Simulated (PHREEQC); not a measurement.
A solution holds 0.0027 mol CuCl2 per kg of water, at 11 °C. Closed to the air; pH follows from the charge balance.

Model: ion-association model, wateq4f.dat, run in PHREEQC.

Q: The ionic strength comes out as 0.00807 mol/kgw. What activity coefficients do CuCl+, H+, Cu2(OH)2+2, Cl-, CuOH+ get?

A: CuCl+ 0.91, H+ 0.92, Cu2(OH)2+2 0.69, Cl- 0.91, CuOH+ 0.91.

No solid was allowed to form. Complexes and solids missing from the database can't appear. At this temperature some constants are extrapolated from 25 °C, and those without enthalpy data are left unchanged.
